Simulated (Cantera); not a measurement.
Cantera run:

```python
import numpy as np
import cantera as ct

gas_names = """
    H2 NF3 CuF2 NH3
""".split()
cond_names = """
    Cu(cr) Cu(L)
""".split()


# ... load() reads the species with a 1 bar reference pressure and builds the phases ...
species = {s.name: s for s in load("nasa_gas.yaml", gas_names) + load("nasa_condensed.yaml", cond_names)}
# Each term lists the table entries of one substance; the one whose range holds T is used.
reactions = {
    '3 Cu + 3 H2(g) + 2 NF3(g) = 3 CuF2(g) + 2 NH3(g)':
        [(-3, ['Cu(cr)', 'Cu(L)']), (-3, ['H2']), (-2, ['NF3']), (3, ['CuF2']), (2, ['NH3'])],
}


def pick(names, T):
    return next(species[n] for n in names if species[n].thermo.min_temp <= T <= species[n].thermo.max_temp)


results = []
for label, terms in reactions.items():
    print(label)
    print("     T/K   dH/kJ  dS/(J/K)   dG/kJ   log10 K")
    for T in [1275, 1325, 1375, 1425, 1475, 1525]:
        used = [(nu, pick(names, T)) for nu, names in terms]
        dH = sum(nu * s.thermo.h(T) for nu, s in used) / 1e6
        dS = sum(nu * s.thermo.s(T) for nu, s in used) / 1e3
        dG = dH - T * dS / 1e3
        logK = -dG * 1e6 / (ct.gas_constant * T * np.log(10))
        results.append((label, T, dH, dS, dG, logK, [s.name for _, s in used]))
        print(f"{T:8g} {dH:8.1f} {dS:8.1f} {dG:8.1f} {logK:8.2f}")
```

It prints:

```
3 Cu + 3 H2(g) + 2 NF3(g) = 3 CuF2(g) + 2 NH3(g)
     T/K   dH/kJ  dS/(J/K)   dG/kJ   log10 K
    1275   -684.1     92.0   -801.4    32.83
    1325   -687.0     89.8   -806.0    31.77
    1375   -729.5     58.5   -809.9    30.77
    1425   -732.5     56.3   -812.8    29.79
    1475   -735.4     54.3   -815.5    28.88
    1525   -738.4     52.4   -818.2    28.02
```

Cantera with NASA thermochemical tables; ideal gases at 1 bar, condensed phases pure. Condensed species are held in their standard states even where they would react or evaporate.
